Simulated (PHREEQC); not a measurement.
Solution (45 °C): 5.8 mmol/kgw HNO3, 110 mmol/kgw CuSO4 and 0.039 mmol/kgw KCl. Closed to the air; pH follows from the charge balance.

Equilibrium calculation in PHREEQC: ion-association model, phreeqc.dat.

This is a speciation only: nothing precipitates in the calculation.

### Question
Predict the pH.

### Answer
pH 2.87.

### Question
In which forms is Cu present?

### Answer
Cu+2 51 %, CuSO4 49 % of the Cu.

Complexes and solids missing from the database can't appear. Constants without temperature data keep their 25 °C values here.
